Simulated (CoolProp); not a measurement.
Vapour-liquid equilibrium of toluene (1) + n-dodecane (2) at 188.45 °C; x and y are mole fractions of (1).

Values from CoolProp's multi-fluid Helmholtz-energy mixture model, Lemmon 2006 and Lemmon 2004; pair parameters Bell 2016.

```
x      bubble pressure, mixture model (bar)  bubble pressure, Raoult's law (bar)  y, mixture model  y, Raoult's law
-----  ------------------------------------  -----------------------------------  ----------------  ---------------
0.05                                 0.6894                               0.7760             0.305            0.392
0.125                                 1.014                                1.195             0.557            0.636
0.2                                   1.375                                1.613             0.697            0.754
0.275                                 1.762                                2.032             0.783            0.823
0.35                                  2.169                                2.450             0.839            0.868
0.425                                 2.588                                2.869             0.879            0.900
0.5                                   3.017                                3.287             0.908            0.924
0.575                                 3.453                                3.706             0.930            0.943
0.65                                  3.896                                4.124             0.948            0.958
0.725                                 4.346                                4.543             0.963            0.970
0.8                                   4.806                                4.961             0.975            0.980
0.875                                 5.275                                5.380             0.985            0.988
0.95                                  5.754                                5.798             0.995            0.996
```

The largest gap from Raoult's law is -15.1 % in bubble pressure, at x = 0.125. No azeotrope shows between x = 0.05 and 0.95.

Pair parameters are fitted to limited data, so mixtures are less certain than the pure fluids.
